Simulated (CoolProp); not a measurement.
A simple Rankine cycle with R236FA: condensing at 307.15 K, boiler at 1.48 MPa, turbine inlet 399 K, turbine efficiency 0.7, pump efficiency 0.8, no recuperator. Each further row changes one setting.

Computed with CoolProp (reference Helmholtz-energy equation of state, Pan 2012).

| case | thermal efficiency (%) | net work (kJ/kg) | heat in (kJ/kg) | turbine exit temperature (K) | volume ratio over the turbine |
|---|---|---|---|---|---|
| as stated | 8.0 | 17.1 | 214 | 368.5 | 4.34 |
| condensing temperature 299.15 K | 9.1 | 20.3 | 224 | 364.1 | 5.61 |
| boiler pressure 1.04 MPa | 6.2 | … | 220 | 377.9 | 2.93 |
| turbine efficiency 0.6 | … | … | 214 | 371.2 | 4.38 |

### Question
Some entries are withheld; supply them.

### Answer

- boiler pressure 1.04 MPa, net work (kJ/kg): 13.6
- turbine efficiency 0.6, thermal efficiency (%): 6.7
- turbine efficiency 0.6, net work (kJ/kg): 14.5
